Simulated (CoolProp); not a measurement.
A closed Brayton cycle with carbon dioxide: compressor inlet 330.15 K and 7.7 MPa, high pressure 20.4 MPa, turbine inlet 990 K, compressor efficiency 0.89, turbine efficiency 0.9, recuperator effectiveness 0.95 (on enthalpy, no pinch check). Each further row changes one setting.

Model: reference Helmholtz-energy equation of state, Span 1996, in CoolProp.

```tsv
case	thermal efficiency (%)	net work (kJ/kg)	compressor to turbine work	compressor exit (K)	turbine exit (K)
as stated	41.7	103	0.34	416.0	859.4
turbine inlet 940 K	40.1	94.6	0.36	416.0	813.9
compressor inlet 340.15 K	40.9	98.0	0.37	429.8	859.4
high pressure 17.3 MPa	40.8	88.3	0.32	401.0	880.8
recuperator effectiveness 0.5	21.5	103	0.34	416.0	859.4
```
